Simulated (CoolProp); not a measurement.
Properties of sulfur dioxide at several states (Tc = 430.6 K, pc = 7.887 MPa, ω = 0.256).

The numbers come from the reference Helmholtz-energy equation of state, Gao 2016 in CoolProp.

| T (K) | p (MPa) | phase | cp (kJ/(kg K)) | speed of sound (m/s) | isothermal compressibility (1/MPa) | expansivity (1/kK) |
|---|---|---|---|---|---|---|
| 305.8 | 0.475 | gas | 0.7586 | ___ | 2.295 | ___ |
| 437.3 | 5.79 | gas | ___ | 217.3 | 0.2753 | 7.757 |
| 472 | 1.57 | gas | ___ | 265.4 | 0.6726 | ___ |

### Question
What belongs in the gaps?

### Answer

- 305.8, speed of sound (m/s): 213.3
- 305.8, expansivity (1/kK): 4.391
- 437.3, cp (kJ/(kg K)): 1.374
- 472, cp (kJ/(kg K)): 0.7719
- 472, expansivity (1/kK): 2.551
